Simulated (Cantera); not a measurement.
# Fluorocarbon and chlorocarbon gases: c-C4F8

A closed system holds: 1 mol c-C4F8, equilibrated at 1452 °C and 0.100 bar.

These are equilibrium values from Cantera (NASA tables, ideal gas, pure condensed phases), not measurements of a reactor. Candidate condensed phases: C; 13 gas species. The feed counts by its element totals alone. Gases not in the tables: C2F6 and larger saturated fluorocarbons. Equilibrium is a limit: real reactors are often held back by kinetics, nucleation or transport.

```json
{
  "x(CF4)": "0.997",
  "x(CF2)": "0.00248",
  "x(CF3)": "0.000594",
  "x(F)": "0.000304",
  "n(C(graphite))": "2.00 mol",
  "gas_amount": "2.003 mol"
}
```
